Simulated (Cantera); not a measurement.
An isothermal, constant-pressure homogeneous reactor starts with H2 : O2 : N2 = 0.31 : 1 : 1.2 (molar parts), equivalence ratio 0.15, at 1423 K and 9.75 Torr.

Detailed kinetics in Cantera: the H2/O2 subset of GRI-Mech 3.0, which has no nitrogen chemistry. Radical loss at walls, strong at low pressure, is not modelled. The temperature is held fixed by assumption; the heat of reaction is taken as removed at once.

x: mole fraction; the columns are a selection and need not sum to one.

```tsv
t (s)	x H2	x O2	x O	x OH	x H2O2
2.00e-5	0.124	0.398	5.31e-9	4.93e-9	1.57e-11
8.13e-5	0.124	0.398	6.96e-8	5.83e-8	2.53e-10
0.000330	0.123	0.398	5.34e-6	4.30e-6	[?]
0.00134	0.00818	0.323	0.0501	0.0113	9.20e-8
0.00546	0.00683	0.323	0.0490	0.0106	8.71e-8
0.0222	0.00560	0.331	0.0375	0.00971	9.04e-8
0.0902	0.00230	0.348	0.0138	0.00637	[?]
0.366	0.000232	0.357	0.00133	0.00205	[?]
1.49	1.80e-5	0.359	0.000103	0.000572	[?]
6.05	2.55e-6	0.359	1.46e-5	0.000216	[?]
24.6	1.25e-6	0.359	7.17e-6	0.000151	1.17e-9
100	1.24e-6	0.359	7.12e-6	0.000150	1.17e-9
```

Complete the blanks.


- 0.000330, x H2O2: 3.76e-9
- 0.0902, x H2O2: 7.84e-8
- 0.366, x H2O2: 2.88e-8
- 1.49, x H2O2: 6.37e-9
- 6.05, x H2O2: 1.72e-9
